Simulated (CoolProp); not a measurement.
Vapour pressure (MPa) of ethylbenzene: the reference equation beside estimates from Tc = 617.1 K, pc = 3.622 MPa, ω = 0.304.

Computed with CoolProp (reference Helmholtz-energy equation of state, Zhou 2012).

| T (K) | reference | Lee-Kesler | van der Waals | Soave-Redlich-Kwong |
|---|---|---|---|---|
| 407.6 | 0.09674 | 0.09617 | 0.5363 | ? |
| 411.6 | 0.1077 | 0.1072 | 0.5648 | 0.1073 |
| 415.7 | 0.1199 | 0.1196 | 0.5952 | 0.1196 |
| 419.7 | 0.1328 | 0.1327 | 0.6258 | 0.1326 |
| 423.8 | 0.1472 | 0.1472 | 0.6582 | 0.1471 |
| 427.8 | 0.1623 | 0.1625 | 0.6909 | 0.1624 |
| 431.9 | 0.1791 | ? | 0.7254 | ? |
| 435.9 | 0.1967 | 0.1974 | 0.7602 | ? |
| 440 | 0.2161 | 0.2171 | 0.7970 | 0.2169 |
| 444.1 | 0.2369 | 0.2383 | ? | 0.2381 |

### Question
Fill in the missing entries.

### Answer

- 407.6, Soave-Redlich-Kwong: 0.09629
- 431.9, Lee-Kesler: 0.1795
- 431.9, Soave-Redlich-Kwong: 0.1794
- 435.9, Soave-Redlich-Kwong: 0.1972
- 444.1, van der Waals: 0.8350

Absolute difference from the reference over all 10 rows, mean and median: Lee-Kesler 0.3 and 0.3 %, van der Waals 343.2 and 336.4 %, Soave-Redlich-Kwong 0.3 and 0.3 %.
